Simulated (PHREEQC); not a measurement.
# Spent oxide etchant: an equilibrium model

Consider water at 20 °C with 130 mmol/kgw HF, 9.8 mmol/kgw H2SiF6 and 0.4 mmol/kgw H2SO4. Closed to the air; pH follows from the charge balance.

Model: ion-association model, phreeqc.dat, run in PHREEQC.

This is a speciation only: nothing precipitates in the calculation.

Task: What pH, ionic strength does the model give?

Result: pH 1.63; ionic strength 0.0368 mol/kgw.

Task: In which forms is S present?

Result: HSO4- 55 %, SO4-2 45 % of the S.

SiF6-2 is the database's only silicon fluoride.
